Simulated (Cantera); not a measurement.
Charge: 1 mol SiO2, 0.25 mol MgCl2, 9.5 mol O2, equilibrated at 1700 K and 1.33 mbar.

Cantera equilibrium calculation (NASA polynomials, part measured and part estimated; ideal gas, pure solids and liquids). Candidate condensed phases: Mg, MgCl2, MgO, MgSiO3, Mg2SiO4, Si, SiO2; 20 gas species. Mutual solubility and eutectic melting of coexisting phases are not modelled. The tables hold silica as quartz up to 1696 K and as liquid above; real silica turns to tridymite and cristobalite and melts near 1996 K. Condensed phases not in the tables: alloys, solid solutions and most ternary compounds. The numbers say what is thermodynamically allowed, not how fast it happens.

Base state: O2 0.949, Cl 0.0498, O 0.00119, MgCl2 0.000310, Cl2 8.95e-5, ClO 3.47e-5 (mole fractions); condensed: MgSiO3(s) + SiO2(condensed).

Question: What changes in the equilibrium state with this change: SiO2 replaced by TiO2?

Answer: 
```tsv
species	before	after
O2	0.949	0.949
Cl	0.0498	0.0498
O	0.00119	0.00119
MgCl2	0.000310	0.000297
Cl2	8.95e-5	8.96e-5
ClO	3.47e-5	3.47e-5
MgSiO3(s), mol	0.247	0
SiO2(condensed), mol	0.753	0
MgTi2O5(s), mol	0	0.247
TiO2(rutile), mol	0	0.506
```
Further candidate phases: MgTiO3, MgTi2O5, Mg2TiO4, Ti, TiCl2, TiCl3, TiCl4, TiO, TiO2, Ti2O3, Ti3O5, Ti4O7.

Question: What changes in the equilibrium state with this change: temperature from 1700 K to 823 K?

Answer: 
```
species                 before    after
--------------------  --------  -------
O2                       0.949    0.974
Cl2                    8.95e-5   0.0259
Cl                      0.0498  6.93e-5
MgCl2                 0.000310  1.09e-9
O                      0.00119    <1e-9
ClO                    3.47e-5  2.77e-7
MgSiO3(s), mol           0.247    0.250
SiO2(condensed), mol     0.753        0
SiO2(α-quartz), mol          0    0.750
```
